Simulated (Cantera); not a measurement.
Charge: 1 mol Fe₃O₄, 0.87 mol CH₄, 2.1 mol H₂, equilibrated at 0.330 Torr.

Equilibrium computed with Cantera from the NASA thermochemical tables; the gas is ideal and each condensed phase is pure. Candidate condensed phases: C, C₆H₆, C₇H₈, C₈H₁₈, Fe, Fe(CO)₅, FeO, Fe(OH)₂, Fe(OH)₃, Fe₂O₃, Fe₃O₄, H₂O; 114 gas species. Mutual solubility and eutectic melting of coexisting phases are not modelled. The tables' stoichiometric FeO is somewhat more stable than real wüstite, so its field is too wide. FeO: taken at fixed stoichiometry. The numbers say what is thermodynamically allowed, not how fast it happens.

Task: At 1350 K, list the 5 most abundant gas species with their mole fractions, and the condensed phases.

Result: H₂ 0.603, H₂O 0.212, CO 0.157, CO₂ 0.0281, H 8.82e-5. Condensed: Fe(γ) + FeO(s).
